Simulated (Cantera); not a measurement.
An isothermal, constant-pressure homogeneous reactor starts with CH4 : N2 = 1 : 5 (molar parts), at 1625 K and 0.500 bar. Integrator tolerance rtol = 1e-08.

Detailed kinetics in Cantera: GRI-Mech 3.0 (53 species, 325 reactions). GRI-Mech 3.0 stops at C3 and has no aromatics, soot or wall deposition, so with more carbon than oxygen in the feed, carbon stays in small species such as C2H2 where larger ones or solid carbon would form.

Problem. What does this change do: temperature 1625 to 1025 K?

Solution. 
```json
[
 {"quantity": "x(CH4) at 200 s", "before": "0.00309 (gas-phase equilibrium 0.00208)", "after": "0.167 (gas-phase equilibrium 0.140)"},
 {"quantity": "x(CH2) at 200 s", "before": "2.90e-9 (gas-phase equilibrium 1.94e-9)", "after": "<1e-12 (gas-phase equilibrium <1e-12)"},
 {"quantity": "x(H) at 200 s", "before": "4.60e-5 (gas-phase equilibrium 4.62e-5)", "after": "<1e-12 (gas-phase equilibrium 1.06e-9)"},
 {"quantity": "x(C2H6) at 200 s", "before": "2.44e-7 (gas-phase equilibrium 1.10e-7)", "after": "2.35e-6 (gas-phase equilibrium 0.000148)"},
 {"quantity": "x(C2H) at 200 s", "before": "5.85e-8 (gas-phase equilibrium 2.58e-8)", "after": "<1e-12 (gas-phase equilibrium <1e-12)"},
 {"quantity": "x(C2H2) at 200 s", "before": "0.0695 (gas-phase equilibrium 0.0308)", "after": "1.12e-9 (gas-phase equilibrium 0.00135)"},
 {"quantity": "x(H2) at 200 s", "before": "0.210 (gas-phase equilibrium 0.211)", "after": "2.75e-6 (gas-phase equilibrium 0.0291)"}
]
```

Problem. What does this change do: N2 5 to 35 parts?

Solution. 
| quantity | before | after |
|---|---|---|
| x(CH4) at 200 s | 0.00309 (gas-phase equilibrium 0.00208) | 0.000115 (gas-phase equilibrium 4.35e-5) |
| x(CH2) at 200 s | 2.90e-9 (gas-phase equilibrium 1.94e-9) | 5.57e-10 (gas-phase equilibrium 2.11e-10) |
| x(H) at 200 s | 4.60e-5 (gas-phase equilibrium 4.62e-5) | 2.02e-5 (gas-phase equilibrium 2.02e-5) |
| x(C2H6) at 200 s | 2.44e-7 (gas-phase equilibrium 1.10e-7) | 1.74e-9 (gas-phase equilibrium 2.50e-10) |
| x(C2H) at 200 s | 5.85e-8 (gas-phase equilibrium 2.58e-8) | 2.58e-8 (gas-phase equilibrium 3.67e-9) |
| x(C2H2) at 200 s | 0.0695 (gas-phase equilibrium 0.0308) | 0.0134 (gas-phase equilibrium 0.00192) |
| x(H2) at 200 s | 0.210 (gas-phase equilibrium 0.211) | 0.0403 (gas-phase equilibrium 0.0405) |
